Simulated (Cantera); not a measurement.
An isothermal, constant-pressure homogeneous reactor starts with 0.990 % CH₄, 99.0 % H₂, at 1875 K and 43.5 Torr.

Detailed kinetics in Cantera: GRI-Mech 3.0 (53 species, 325 reactions). GRI-Mech 3.0 stops at C3 and has no aromatics, soot or wall deposition, so with more carbon than oxygen in the feed, carbon stays in small species such as C2H2 where larger ones or solid carbon would form.

One state of this run: x CH₄ = 0.000135; x H₂ = 0.992; x H = 0.00273; x C₂H₆ = 2.00e-10; x C₂H = 1.57e-7; x C₂H₂ = 0.00482; x CH₃ = 7.41e-6. x: mole fraction; the columns are a selection and need not sum to one.

Question: Which value of t (s) does it belong to?
A. 0.0837
B. 100
C. 0.000193
D. 0.634

Answer: B, 100
